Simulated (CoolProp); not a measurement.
The fluid at 279.27 K and 1.88 MPa expands adiabatically to 0.129 MPa with isentropic efficiency 0.8. The same conditions are run with several fluids, on thermodynamics alone (safety and materials aside).

Values from CoolProp's reference Helmholtz-energy equation of state of each fluid (hydrogen chloride: Thol 2018; oxygen: Schmidt 1985; methane: Setzmann 1991; carbon monoxide: Lemmon 2006).

```json
[
 {"fluid": "hydrogen chloride", "work (kJ/kg)": "?", "final temperature (K)": "?", "final phase": "two-phase, vapour fraction 0.887", "final density (kg/m³)": "3.43"},
 {"fluid": "oxygen", "work (kJ/kg)": "?", "final temperature (K)": "157.8", "final phase": "gas", "final density (kg/m³)": "?"},
 {"fluid": "methane", "work (kJ/kg)": "218", "final temperature (K)": "?", "final phase": "gas", "final density (kg/m³)": "?"},
 {"fluid": "carbon monoxide", "work (kJ/kg)": "122", "final temperature (K)": "157.6", "final phase": "gas", "final density (kg/m³)": "2.78"}
]
```

### Question
What belongs in the gaps?

### Answer

- hydrogen chloride, work (kJ/kg): 91.8
- hydrogen chloride, final temperature (K): 192.5
- oxygen, work (kJ/kg): 106
- oxygen, final density (kg/m³): 3.17
- methane, final temperature (K): 167.7
- methane, final density (kg/m³): 1.50
